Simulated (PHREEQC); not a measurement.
NaCl is added in steps, without added water, to 1 kg of water holding 0.059 mol/kgw KH2PO4, 0.0033 mol/kgw H2SO4 and 0.00033 mol/kgw H3AsO4, at 58 °C. Oxygen is held at 0.21 atm. The system is closed to CO2. The run lets Halite, Mirabilite precipitate or redissolve, and no other solid.

Base run: PHREEQC, ion-association model, wateq4f.dat. Each further column changes one thing. The table gives NaSO4- (mol/kgw).

```csv
NaCl added (mol),base,Debye-Hückel limiting law,all activity coefficients set to 1,Davies equation for every ion
0,0,0,0,0
0.01106,6.27e-5,4.53e-5,[?],6.21e-5
0.01844,0.000101,7.09e-5,0.000190,9.99e-5
0.0295,0.000153,[?],0.000294,0.000152
0.04056,0.000201,[?],0.000391,0.000201
0.04794,0.000231,0.000147,0.000453,0.000231
0.059,0.000273,[?],[?],0.000274
```

What belongs in the gaps?


- 0.01106, all activity coefficients set to 1: 0.000117
- 0.0295, Debye-Hückel limiting law: 0.000104
- 0.04056, Debye-Hückel limiting law: 0.000131
- 0.059, Debye-Hückel limiting law: 0.000167
- 0.059, all activity coefficients set to 1: 0.000540

H3PO4, which wateq4f.dat lacks, is added to it with the constant of phreeqc.dat. At this temperature some constants are extrapolated from 25 °C, and those without enthalpy data are left unchanged.
